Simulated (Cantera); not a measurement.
Charge: 1 mol CH₃Cl, 8.8 mol H₂, 0.9 mol Si, equilibrated at 5.70 Pa.

Cantera equilibrium calculation (NASA polynomials, part measured and part estimated; ideal gas, pure solids and liquids). Candidate condensed phases: C, C₆H₆, C₇H₈, C₈H₁₈, Si, SiC; 109 gas species. The numbers say what is thermodynamically allowed, not how fast it happens.

### Question
Which condensed phases are stable at each of these points (T (°C)): 1877, 1952, 2027, 2102, 2177, 2252, 2327, 2402, 2477, 2552, 2627, 2702, 2777?

### Answer
```csv
T (°C),condensed phases,Si condensed (%)
1877,C(graphite),0.0
1952,C(graphite),0.0
2027,C(graphite),0.0
2102,C(graphite),0.0
2177,C(graphite),0.0
2252,gas only,0.0
2327,gas only,0.0
2402,gas only,0.0
2477,gas only,0.0
2552,gas only,0.0
2627,gas only,0.0
2702,gas only,0.0
2777,gas only,0.0
```

From 1877 °C to 2177 °C the condensed part is C(graphite). From 2252 °C to 2777 °C nothing is condensed.
